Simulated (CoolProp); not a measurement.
Vapour-liquid equilibrium of dimethyl ether (1) + n-perfluorobutane (2) at 1.47 MPa; x and y are mole fractions of (1).

The numbers come from the multi-fluid Helmholtz-energy mixture model, Wu 2011 and Gao 2022; pair parameters Bell 2016 in CoolProp.

Task: Give the bubble temperature and the first vapour's composition at x = 0.575, 0.65, 0.875. Is there an azeotrope?

Result: x = 0.575: 54.5 °C, y = 0.684; x = 0.65: 53.9 °C, y = 0.707; x = 0.875: 54.8 °C, y = 0.812. y crosses x between x = 0.725 and 0.8: the model has an azeotrope there.

The pair parameters rest on a limited set of measurements; away from them the model extrapolates. With so large a gap from Raoult's law the liquid may split in two, which this calculation doesn't test in full.
